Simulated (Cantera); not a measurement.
An isothermal, constant-pressure homogeneous reactor starts with CH4 : N2 = 1 : 7 (molar parts), at 1775 K and 13300 Pa. Integrator tolerance rtol = 1e-08.

Cantera simulation using GRI-Mech 3.0 (53 species, 325 reactions); the numbers are that mechanism's predictions, not measurements. GRI-Mech 3.0 stops at C3 and has no aromatics, soot or wall deposition, so with more carbon than oxygen in the feed, carbon stays in small species such as C2H2 where larger ones or solid carbon would form.

### Question
What does this change do: pressure from 13300 Pa to 2400 Pa?

### Answer
```csv
quantity,before,after
x(CH4) at 50.0 s,0.000147 (gas-phase equilibrium 8.75e-5),2.35e-5 (gas-phase equilibrium 1.57e-5)
x(H2) at 50.0 s,0.166 (gas-phase equilibrium 0.166),0.166 (gas-phase equilibrium 0.166)
x(H) at 50.0 s,0.000326 (gas-phase equilibrium 0.000326),0.000767 (gas-phase equilibrium 0.000767)
x(C2H6) at 50.0 s,1.10e-9 (gas-phase equilibrium 3.88e-10),3.07e-11 (gas-phase equilibrium 1.26e-11)
x(HCN) at 50.0 s,5.86e-5 (gas-phase equilibrium 0.0725),5.72e-5 (gas-phase equilibrium 0.0725)
```
Radical loss at walls, strong at low pressure, is not modelled.

### Question
What does this change do: N2 7 to 2.1 parts?

### Answer
```
quantity                                              before                                      after
-----------------  -----------------------------------------  -----------------------------------------
x(CH4) at 50.0 s    0.000147 (gas-phase equilibrium 8.75e-5)  0.000712 (gas-phase equilibrium 0.000534)
x(H2) at 50.0 s          0.166 (gas-phase equilibrium 0.166)        0.365 (gas-phase equilibrium 0.365)
x(H) at 50.0 s     0.000326 (gas-phase equilibrium 0.000326)  0.000482 (gas-phase equilibrium 0.000482)
x(C2H6) at 50.0 s   1.10e-9 (gas-phase equilibrium 3.88e-10)    1.17e-8 (gas-phase equilibrium 6.59e-9)
x(HCN) at 50.0 s      5.86e-5 (gas-phase equilibrium 0.0725)      4.94e-5 (gas-phase equilibrium 0.107)
```
